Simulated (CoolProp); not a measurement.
Saturated liquid density (kg/m³) of R134a: the reference equation beside estimates from Tc = 374.2 K, pc = 40.59 bar, ω = 0.327.

Computed with CoolProp (reference Helmholtz-energy equation of state, Tillner-Roth 1994).

| T (K) | reference | van der Waals | Peng-Robinson |
|---|---|---|---|
| 222.4 | 1448 | 823.7 | 1424 |
| 228.5 | 1431 | 814.6 | 1409 |
| 234.7 | 1413 | 805.0 | 1393 |
| 240.9 | 1395 | 795.2 | 1376 |
| 247 | 1377 | 785.3 | 1359 |
| 253.2 | 1358 | 775.0 | 1341 |
| 259.4 | 1339 | 764.3 | 1321 |
| 265.6 | 1319 | 753.3 | 1301 |
| 271.7 | 1300 | 742.1 | 1280 |
| 277.9 | 1279 | 730.4 | 1258 |

Absolute difference from the reference over all 10 rows, mean and median: van der Waals 43.0 and 43.0 %, Peng-Robinson 1.4 and 1.4 %.
